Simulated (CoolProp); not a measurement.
Vapour-liquid equilibrium of methanol (1) + toluene (2) at 0.389 MPa; x and y are mole fractions of (1).

Model: multi-fluid Helmholtz-energy mixture model, de Reuck 1993 and Lemmon 2006; pair parameters Bell 2016, in CoolProp.

```
x     bubble temperature, mixture model (K)  bubble temperature, Raoult's law (K)  y, mixture model  y, Raoult's law
----  -------------------------------------  ------------------------------------  ----------------  ---------------
0.05                                  412.6                                 430.3             0.438            0.212
0.2                                   388.1                                 412.8             0.715            0.555
0.35                                  383.0                                 401.6             0.763            0.726
0.5                                   381.0                                 393.4             0.787            0.830
0.65                                  379.4                                 387.1             0.816            0.900
0.8                                   377.7                                 381.9             0.867            0.951
0.95                                  376.5                                 377.5             0.958            0.989
```

The largest gap from Raoult's law is -24.7 K in bubble temperature, at x = 0.2. No azeotrope shows between x = 0.05 and 0.95.

Pair parameters are fitted to limited data, so mixtures are less certain than the pure fluids. With so large a gap from Raoult's law the liquid may split in two, which this calculation doesn't test in full.
